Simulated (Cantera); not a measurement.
Cantera run:

```python
import numpy as np
import cantera as ct

gas_names = [...]  # 131 gases of nasa_gas.yaml made of C, H, O
cond_names = """
    C(gr) C6H6(L) C7H8(L) C8H18(L),n-octa H2O(s) H2O(L)
""".split()


# ... load() reads the species with a 1 bar reference pressure and builds the phases ...
atoms = {
    'acetone': {'C': 3, 'H': 6, 'O': 1},
    'H2': {'H': 2},
}
top_T = {'C(gr)': 4500}  # K; cautious upper limits of use, not melting points


# ... equilibrate(T, P, feed) seeds the gas with the atoms and calls Mixture.equilibrate('TP', solver="vcs", rtol=1e-11, max_steps=5000) ...
results = []
feed = {'acetone': 1, 'H2': 2.6}  # mol
P = 21  # Pa
for T in [3000, 3250, 3500, 3750, 4000, 4250, 4500, 4750, 5000]:
    mix = equilibrate(T, P, feed)
    results.append((T, P, feed, dict(zip(mix.species_names, mix.species_moles))))

top = {s: max(r[3][s] / sum(r[3][g] for g in gas_names) for r in results) for s in gas_names}
cols = sorted((s for s in top if top[s] > 1e-05), key=lambda s: -top[s])[:6]
seen = [c for c in cond_names if any(r[3].get(c, 0) > 1e-12 for r in results)]
print("log10 of partial pressures in bar; condensed amounts in mol")
print(f"{'T/K':>10s}" + "".join(f"{s[:9]:>10s}" for s in cols + seen))
for T, P, feed, n in results:
    ng = sum(n[g] for g in gas_names)
    print(f"{T:10.4g}" + "".join(f"{np.log10(max(n[s] / ng * P / 1e5, 1e-99)):10.3f}" for s in cols)
          + "".join(f"{n.get(c, 0):10.4g}" for c in seen))
```

Result:

```
log10 of partial pressures in bar; condensed amounts in mol
       T/K         H         C        CO         O        C3        C2
      3000    -3.761    -4.898    -4.804   -11.551    -5.314    -5.705
      3250    -3.777    -4.592    -4.824   -10.409    -6.191    -5.913
      3500    -3.780    -4.539    -4.829    -9.207    -7.568    -6.508
      3750    -3.781    -4.531    -4.830    -8.121    -8.881    -7.102
      4000    -3.781    -4.529    -4.832    -7.167   -10.043    -7.631
      4250    -3.782    -4.524    -4.845    -6.338   -11.060    -8.092
      4500    -3.786    -4.504    -4.904    -5.664   -11.917    -8.471
      4750    -3.794    -4.460    -5.085    -5.213   -12.607    -8.759
      5000    -3.804    -4.420    -5.428    -4.987   -13.225    -9.016
```

Method: chemical equilibrium by Gibbs-energy minimisation in Cantera with the NASA 1993 tables (ideal gas, pure condensed phases). The feed counts by its element totals alone.
